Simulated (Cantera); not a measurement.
An isothermal, constant-pressure homogeneous reactor starts with CO : O₂ : H₂O : N₂ = 0.0043 : 0.011 : 0.015 : 1 (molar parts), at 1250 K and 8.70 bar.

Detailed kinetics in Cantera: GRI-Mech 3.0 (53 species, 325 reactions).

x: mole fraction; the columns are a selection and need not sum to one.

```tsv
t (s)	x CO	x O₂	x H₂O	x H	x OH
1.00e-6	0.00417	0.0107	0.0146	<1e-12	2.88e-12
7.04e-6	0.00417	0.0107	0.0146	6.75e-12	5.59e-11
4.96e-5	0.00417	0.0107	0.0146	1.88e-10	1.08e-9
0.000349	0.00417	0.0107	0.0146	1.14e-8	6.18e-8
0.00246	[?]	0.0103	0.0145	7.34e-7	4.77e-6
0.0173	[?]	0.00902	0.0146	1.33e-7	2.78e-6
0.122	[?]	0.00861	0.0146	1.23e-9	1.20e-6
0.859	8.74e-10	0.00861	0.0146	7.48e-12	5.98e-7
6.05	8.30e-10	0.00861	0.0146	7.10e-12	5.77e-7
42.6	8.30e-10	0.00861	0.0146	7.10e-12	5.77e-7
300	8.30e-10	0.00861	0.0146	7.10e-12	5.77e-7
```

What belongs in the gaps?


- 0.00246, x CO: 0.00335
- 0.0173, x CO: 0.000830
- 0.122, x CO: 1.33e-5
